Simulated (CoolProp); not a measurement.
Vapour-liquid equilibrium of CHF3 (R23) (1) + R134a (2) at 205.6 K; x and y are mole fractions of (1).

Model: multi-fluid Helmholtz-energy mixture model, Penoncello 2003 and Tillner-Roth 1994; pair parameters Bell 2016, in CoolProp.

```tsv
x	bubble pressure, mixture model (MPa)	bubble pressure, Raoult's law (MPa)	y, mixture model	y, Raoult's law
0.05	0.01936	0.01998	0.529	0.547
0.15	0.03891	0.04090	0.787	0.802
0.25	0.05856	0.06182	0.873	0.884
0.35	0.07852	0.08274	0.917	0.925
0.45	0.09893	0.1037	0.943	0.949
0.55	0.1198	0.1246	0.961	0.966
0.65	0.1412	0.1455	0.974	0.977
0.75	0.1630	0.1664	0.984	0.986
0.85	0.1852	0.1873	0.991	0.992
0.95	0.2075	0.2083	0.997	0.998
```

The largest gap from Raoult's law is -5.3 % in bubble pressure, at x = 0.25. No azeotrope shows between x = 0.05 and 0.95.

The pair parameters rest on a limited set of measurements; away from them the model extrapolates.
